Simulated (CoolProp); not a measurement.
Water along the isobar 37.7 MPa: fugacity coefficient from the reference equation and from simpler models built on Tc = 373.9 °C, pc = 22.06 MPa, ω = 0.344; each cubic takes its own stable root.

Computed with CoolProp (reference Helmholtz-energy equation of state, Wagner 2002).

```json
[
 {"T (°C)": "199.85", "phase": "liquid", "reference": "0.04557"},
 {"T (°C)": "231.85", "phase": "liquid", "reference": "0.08081"},
 {"T (°C)": "263.75", "phase": "liquid", "reference": "0.1310"},
 {"T (°C)": "295.65", "phase": "liquid", "reference": "0.1972"},
 {"T (°C)": "327.65", "phase": "liquid", "reference": "0.2794"},
 {"T (°C)": "359.55", "phase": "liquid", "reference": "0.3743"},
 {"T (°C)": "391.55", "phase": "supercritical", "reference": "0.4773"},
 {"T (°C)": "423.45", "phase": "supercritical", "reference": "0.5757"},
 {"T (°C)": "455.35", "phase": "supercritical", "reference": "0.6516"},
 {"T (°C)": "487.35", "phase": "supercritical", "reference": "0.7082"}
]
```

Problem. How far does each simpler model (Soave-Redlich-Kwong, Peng-Robinson) lie from the reference over these 10 states: mean and median of the absolute difference, and the worst?

Solution. 
- Soave-Redlich-Kwong: mean 7.7 %, median 9.3 %, worst +11.9 % at 263.75 °C and 37.7 MPa
- Peng-Robinson: mean 4.2 %, median 4.0 %, worst +6.7 % at 231.85 °C and 37.7 MPa
